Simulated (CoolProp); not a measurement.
Vapour-liquid equilibrium of R152A (1) + n-pentane (2) at -7.35 °C; x and y are mole fractions of (1).

Model: multi-fluid Helmholtz-energy mixture model, Outcalt 1996 and Thol 2019; pair parameters Bell 2016, in CoolProp.

```csv
x,bubble pressure (MPa),y at the bubble point,dew pressure at overall composition x (MPa),liquid density (mol/L)
0.05,0.05828,0.710,0.01822,9.213
0.125,0.1024,0.841,0.01977,9.478
0.2,0.1308,0.880,0.02160,9.759
0.275,0.1485,0.898,0.02382,10.06
0.35,0.1591,0.907,0.02653,10.38
0.425,0.1654,0.913,0.02994,10.72
0.5,0.1694,0.917,0.03434,11.09
0.575,0.1725,0.920,0.04026,11.50
0.65,0.1756,0.924,0.04863,11.94
0.725,0.1792,0.929,0.06133,12.43
0.8,0.1839,0.938,0.08286,12.98
0.875,0.1896,0.952,0.1262,13.59
0.95,0.1964,0.976,0.1888,14.27
```

No azeotrope shows between x = 0.05 and 0.95.

Pair parameters are fitted to limited data, so mixtures are less certain than the pure fluids. With so large a gap from Raoult's law the liquid may split in two, which this calculation doesn't test in full.
